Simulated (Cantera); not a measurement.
Feed: 1 mol Cr, 1.8 mol H₂O, 140 mol H₂, equilibrated at 10.0 Torr.

Cantera equilibrium calculation (NASA polynomials, part measured and part estimated; ideal gas, pure solids and liquids). Candidate condensed phases: Cr, Cr₂O₃, H₂O; 13 gas species. Rates play no part.

### Question
Which condensed phases are stable at each of these points (T (°C)): 1025, 1125, 1225, 1325, 1425, 1525, 1625, 1725, 1825, 1925, 2025?

### Answer
| T (°C) | condensed phases | Cr condensed (%) |
|---|---|---|
| 1025 | Cr₂O₃(s) | 100.0 |
| 1125 | Cr₂O₃(s) | 100.0 |
| 1225 | Cr₂O₃(s) | 99.8 |
| 1325 | Cr₂O₃(s) | 96.5 |
| 1425 | Cr₂O₃(s) | 80.4 |
| 1525 | Cr₂O₃(s) | 38.5 |
| 1625 | gas only | 0.0 |
| 1725 | gas only | 0.0 |
| 1825 | gas only | 0.0 |
| 1925 | gas only | 0.0 |
| 2025 | gas only | 0.0 |

From 1025 °C to 1525 °C the condensed part is Cr₂O₃(s). From 1625 °C to 2025 °C nothing is condensed.
